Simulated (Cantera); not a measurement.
A perfectly stirred reactor is fed with 4.85 % C₂H₆, 17.0 % O₂, 64.1 % N₂, 14.1 % H₂O, equivalence ratio 1.0, at 1.01 bar; it is adiabatic with a 348 K inlet, and is followed from long to short residence time, starting on the burning branch (τ in s: 0.27, 0.088, 0.029, 0.0093, 0.003, 0.00099, 0.00032, 0.0001, 3.4e-05).

Detailed kinetics in Cantera: GRI-Mech 3.0 (53 species, 325 reactions).

Predict: blow-out, bracketed by the residence times tried; x(C₂H₆) at τ = 0.270 s; x(O₂) at τ = 0.270 s; x(H₂O) at τ = 0.270 s; x(HO₂) at τ = 0.270 s; x(OH) at τ = 0.270 s; x(C₂H₆) at τ = 3.00 ms; x(O₂) at τ = 3.00 ms; x(H₂O) at τ = 3.00 ms; x(HO₂) at τ = 3.00 ms; x(OH) at τ = 3.00 ms.


* **blow-out, bracketed by the residence times tried**: burning at 0.320 ms, out at 0.100 ms
* **x(C₂H₆) at τ = 0.270 s**: 1.91e-7
* **x(O₂) at τ = 0.270 s**: 0.00385
* **x(H₂O) at τ = 0.270 s**: 0.273
* **x(HO₂) at τ = 0.270 s**: 4.56e-7
* **x(OH) at τ = 0.270 s**: 0.00213
* **x(C₂H₆) at τ = 3.00 ms**: 9.72e-6
* **x(O₂) at τ = 3.00 ms**: 0.0116
* **x(H₂O) at τ = 3.00 ms**: 0.261
* **x(HO₂) at τ = 3.00 ms**: 4.33e-6
* **x(OH) at τ = 3.00 ms**: 0.00508
